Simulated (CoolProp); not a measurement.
Vapour-liquid equilibrium of hydrogen sulfide (1) + n-pentane (2) at 333.6 K; x and y are mole fractions of (1).

Computed with CoolProp (multi-fluid Helmholtz-energy mixture model, Lemmon 2006 and Thol 2019; pair parameters Kunz 2012).

```
x     bubble pressure, mixture model (kPa)  bubble pressure, Raoult's law (kPa)  y, mixture model  y, Raoult's law
----  ------------------------------------  -----------------------------------  ----------------  ---------------
0.05                                 406.0                                426.2             0.464            0.515
0.2                                   1084                                 1053             0.804            0.835
0.35                                  1756                                 1679             0.883            0.916
0.5                                   2324                                 2305             0.916            0.953
0.65                                  2833                                 2932             0.938            0.974
0.8                                   3396                                 3558             0.961            0.988
0.95                                  4115                                 4185             0.989            0.997
```

The largest gap from Raoult's law is -4.7 % in bubble pressure, at x = 0.05. No azeotrope shows between x = 0.05 and 0.95.

Pair parameters are fitted to limited data, so mixtures are less certain than the pure fluids. The gap from Raoult's law changes sign with composition, which may be real or a fault of the pair parameters; it wasn't checked against measurements.
